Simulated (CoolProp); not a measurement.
Vapour-liquid equilibrium of acetone (1) + methanol (2) at 0.00332 MPa; x and y are mole fractions of (1).

The numbers come from the multi-fluid Helmholtz-energy mixture model, Lemmon 2006 and de Reuck 1993; pair parameters Bell 2016 in CoolProp.

```
x     bubble temperature (°C)  y at the bubble point  dew temperature at overall composition x (°C)  liquid density (mol/L)
----  -----------------------  ---------------------  ---------------------------------------------  ----------------------
0.05                     -6.1                  0.216                                           -3.8                   24.54
0.15                    -10.0                  0.444                                           -5.2                   22.98
0.25                    -12.2                  0.561                                           -6.7                   21.55
0.35                    -13.7                  0.636                                           -8.3                   20.26
0.45                    -14.8                  0.692                                          -10.1                   19.09
0.55                    -15.6                  0.740                                          -12.0                   18.03
0.65                    -16.3                  0.787                                          -14.0                   17.07
0.75                    -16.9                  0.836                                          -15.8                   16.19
0.85                    -17.5                  0.892                                          -17.1                   15.39
0.95                    -17.8                  0.959                                          -17.8                   14.66
```

No azeotrope shows between x = 0.05 and 0.95.

Pair parameters are fitted to limited data, so mixtures are less certain than the pure fluids.
